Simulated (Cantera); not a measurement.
A closed system holds: 1 mol Ti, 0.15 mol O2, 4.5 mol H2, at 1373.15 K and 11.0 Pa.

Equilibrium computed with Cantera from the NASA thermochemical tables; the gas is ideal and each condensed phase is pure. Candidate condensed phases: H2O, Ti, TiO, TiO2, Ti2O3, Ti3O5, Ti4O7; 12 gas species. Mutual solubility and eutectic melting of coexisting phases are not modelled. TiO: taken at fixed stoichiometry. Condensed phases not in the tables: N, O or C dissolved in the metal. Rates play no part.

Q: What is the equilibrium state?

A: 
| Property | Result |
|---|---|
| x(H2) | 1.000 |
| x(H) | 0.000318 |
| n(Ti(β)) | 0.700 mol |
| n(TiO(s)) | 0.300 mol |
| gas amount | 4.501 mol |
| log10 activity of Ti2O3(s) (absent) | -3.47 |
| log10 activity of Ti3O5(s) (absent) | -7.87 |
| log10 activity of Ti4O7(s) (absent) | -12.58 |
